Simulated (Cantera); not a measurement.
## Pyrogenic steam for wet oxidation

A perfectly stirred reactor is fed with H2 : O2 : N2 = 0.37 : 1 : 12 (molar parts), at 0.148 atm; it is held at 898 K, and followed from long to short residence time.

Cantera simulation using the H2/O2 subset of GRI-Mech 3.0, which has no nitrogen chemistry; the numbers are that mechanism's predictions, not measurements. Below about 950 K walls govern HO2 and H2O2 in real vessels.

```json
[
 {"τ (s)": "10", "x H2": "0.000280", "x O2": "0.0619", "x OH": "4.98e-6", "x H2O": "0.0278", "x H2O2": "3.64e-7", "x O": "5.74e-6", "x H": "7.69e-7"},
 {"τ (s)": "3.8", "x H2": "0.000456", "x O2": "0.0620", "x OH": "7.96e-6", "x H2O": "0.0276", "x H2O2": "4.01e-7", "x O": "1.05e-5", "x H": "2.01e-6"},
 {"τ (s)": "1.4", "x H2": "0.000741", "x O2": "0.0621", "x OH": "1.32e-5", "x H2O": "0.0273", "x H2O2": "4.06e-7", "x O": "1.91e-5", "x H": "5.39e-6"},
 {"τ (s)": "0.55", "x H2": "0.00115", "x O2": "0.0623", "x OH": "2.13e-5", "x H2O": "0.0269", "x H2O2": "3.90e-7", "x O": "3.28e-5", "x H": "1.35e-5"},
 {"τ (s)": "0.21", "x H2": "0.00181", "x O2": "0.0626", "x OH": "3.48e-5", "x H2O": "0.0262", "x H2O2": "3.67e-7", "x O": "5.63e-5", "x H": "3.44e-5"},
 {"τ (s)": "0.080", "x H2": "0.00284", "x O2": "0.0631", "x OH": "5.63e-5", "x H2O": "0.0251", "x H2O2": "3.53e-7", "x O": "9.46e-5", "x H": "8.62e-5"},
 {"τ (s)": "0.030", "x H2": "0.00448", "x O2": "0.0638", "x OH": "8.93e-5", "x H2O": "0.0234", "x H2O2": "3.51e-7", "x O": "0.000156", "x H": "0.000212"},
 {"τ (s)": "0.012", "x H2": "0.00681", "x O2": "0.0649", "x OH": "0.000132", "x H2O": "0.0208", "x H2O2": "3.50e-7", "x O": "0.000240", "x H": "0.000464"},
 {"τ (s)": "0.0044", "x H2": "0.0107", "x O2": "0.0668", "x OH": "0.000183", "x H2O": "0.0166", "x H2O2": "3.33e-7", "x O": "0.000358", "x H": "0.000964"},
 {"τ (s)": "0.0017", "x H2": "0.0161", "x O2": "0.0694", "x OH": "0.000207", "x H2O": "0.0108", "x H2O2": "2.74e-7", "x O": "0.000441", "x H": "0.00147"},
 {"τ (s)": "0.00064", "x H2": "0.0236", "x O2": "0.0729", "x OH": "0.000124", "x H2O": "0.00352", "x H2O2": "1.31e-7", "x O": "0.000294", "x H": "0.00100"}
]
```
x: mole fraction; the columns are a selection and need not sum to one.
